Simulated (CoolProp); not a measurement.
Computed with CoolProp (reference Helmholtz-energy equation of state, Lemmon 2006). It is a short technical equation, of lower accuracy than the large ones.

Task: For carbonyl sulfide, give the phase and the density (kg/m³), cp (kJ/(kg K)), speed of sound (m/s), fugacity coefficient at 253.6 K and 1.58 bar; 253.6 K and 296 bar; 253.6 K and 500 bar.

Result: 
- 253.6 K and 1.58 bar: gas; density 4.64, cp 0.681, speed of sound 207, fugacity coefficient 0.972
- 253.6 K and 296 bar: liquid; density 1160, cp 1.15, speed of sound 1050, fugacity coefficient 0.0229
- 253.6 K and 500 bar: liquid; density 1190, cp 1.13, speed of sound 1140, fugacity coefficient 0.0223
